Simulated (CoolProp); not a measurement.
Properties of R1132(E) along the isobar 101 kPa (Tc = 75.7 °C, pc = 5174 kPa, ω = 0.245).

Computed with CoolProp (reference Helmholtz-energy equation of state, Akasaka 2024).

| T (°C) | phase | cv (kJ/(kg K)) | speed of sound (m/s) | Joule-Thomson coefficient (K/MPa) | isothermal compressibility (1/MPa) | fugacity coefficient |
|---|---|---|---|---|---|---|
| -13.45 | gas | 0.7526 | 196.4 | [?] | 10.09 | 0.9817 |
| -4.55 | gas | 0.7675 | 199.7 | 21.77 | 10.07 | 0.9836 |
| 4.35 | gas | 0.7823 | 203.0 | 19.70 | 10.05 | 0.9853 |
| 13.25 | gas | 0.7969 | 206.1 | 17.92 | 10.04 | 0.9868 |
| 22.15 | gas | 0.8116 | 209.2 | 16.36 | 10.02 | 0.9881 |
| 31.05 | gas | 0.8261 | 212.2 | 15.00 | 10.01 | 0.9892 |
| 39.95 | gas | 0.8406 | 215.2 | 13.80 | 10.00 | 0.9902 |
| 48.85 | gas | [?] | 218.1 | 12.74 | 9.991 | 0.9911 |
| 57.75 | gas | 0.8695 | 221.0 | 11.80 | 9.983 | 0.9919 |
| 66.65 | gas | 0.8839 | 223.8 | 10.95 | 9.976 | 0.9926 |
| 75.55 | gas | 0.8983 | 226.6 | 10.20 | 9.969 | 0.9932 |
| 84.45 | gas | 0.9126 | [?] | 9.519 | 9.964 | 0.9938 |
| 93.35 | gas | 0.9269 | [?] | 8.904 | 9.958 | 0.9943 |
| 102.25 | gas | 0.9412 | 234.6 | 8.345 | 9.954 | 0.9947 |

Some entries are withheld; supply them.


- -13.45, Joule-Thomson coefficient (K/MPa): 24.17
- 48.85, cv (kJ/(kg K)): 0.8551
- 84.45, speed of sound (m/s): 229.3
- 93.35, speed of sound (m/s): 232.0
